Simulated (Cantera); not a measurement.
## MgO + H2O + Cl2 (chemical vapour transport)

A closed system holds: 1 mol MgO, 0.032 mol H2O, 0.8 mol Cl2, equilibrated at 27.0 mbar.

Equilibrium computed with Cantera from the NASA thermochemical tables; the gas is ideal and each condensed phase is pure. Candidate condensed phases: H2O, Mg, MgCl2, MgO, Mg(OH)2; 22 gas species. Kinetics and transport are ignored.

```tsv
T (K)	x Cl2	x MgCl2	x O2	x Cl	x HCl	n MgO(s)
1050	0.892	0.00648	0.0220	0.00455	0.0750	0.994
1125	0.859	0.0248	0.0309	0.0116	0.0740	0.979
1200	0.783	0.0677	0.0518	0.0255	0.0719	0.940
1275	0.653	0.142	0.0881	0.0486	0.0682	0.867
1350	0.479	0.241	0.136	0.0803	0.0633	0.757
1425	0.305	0.338	0.183	0.115	0.0583	0.630
1500	0.173	0.407	0.217	0.148	0.0544	0.522
```
x: gas mole fraction; n: condensed amount in mol.

From 1050 K to 1500 K the condensed part is MgO(s). The main Mg-bearing gas is MgCl2 throughout. The share of Mg in condensed phases is highest at 1050 K (99.4 %) and lowest at 1500 K (52.2 %).
